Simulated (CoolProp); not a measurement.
Values from CoolProp's reference Helmholtz-energy equation of state, Lemmon 2006. It is a short technical equation, of lower accuracy than the large ones.

Q: For carbonyl sulfide, give the phase and the density (kg/m³), cp (kJ/(kg K)), cv (kJ/(kg K)) at 114.75 °C and 15900 kPa; 114.75 °C and 19900 kPa; 114.75 °C and 23900 kPa.

A: 
- 114.75 °C and 15900 kPa: supercritical; density 779, cp 1.59, cv 0.733
- 114.75 °C and 19900 kPa: supercritical; density 816, cp 1.46, cv 0.730
- 114.75 °C and 23900 kPa: supercritical; density 844, cp 1.39, cv 0.729
